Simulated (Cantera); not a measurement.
Charge: 1 mol V2O5, a varied amount of H2, held at 1000 Pa.

Equilibrium computed with Cantera from the NASA thermochemical tables; the gas is ideal and each condensed phase is pure. Candidate condensed phases: H2O, V, VO, V2O3, V2O4, V2O5; 12 gas species. Mutual solubility and eutectic melting of coexisting phases are not modelled. VO: taken at fixed stoichiometry. Condensed phases not in the tables: the oxides between V2O3 and V2O5 other than VO2. Rates play no part.

Task: What condenses at these points (T in K, n(H2) in mol): (1573, 280); (1073, 100); (1773, 230); (1373, 190); (1773, 510); (1173, 100)?

Result: 
```json
[
 {"T (K)": "1573", "n(H2) in mol": "280", "condensed phases": "V2O3", "V condensed (%)": "100.0"},
 {"T (K)": "1073", "n(H2) in mol": "100", "condensed phases": "V2O3", "V condensed (%)": "100.0"},
 {"T (K)": "1773", "n(H2) in mol": "230", "condensed phases": "VO + V2O3", "V condensed (%)": "99.7"},
 {"T (K)": "1373", "n(H2) in mol": "190", "condensed phases": "V2O3", "V condensed (%)": "100.0"},
 {"T (K)": "1773", "n(H2) in mol": "510", "condensed phases": "VO", "V condensed (%)": "99.6"},
 {"T (K)": "1173", "n(H2) in mol": "100", "condensed phases": "V2O3", "V condensed (%)": "100.0"}
]
```
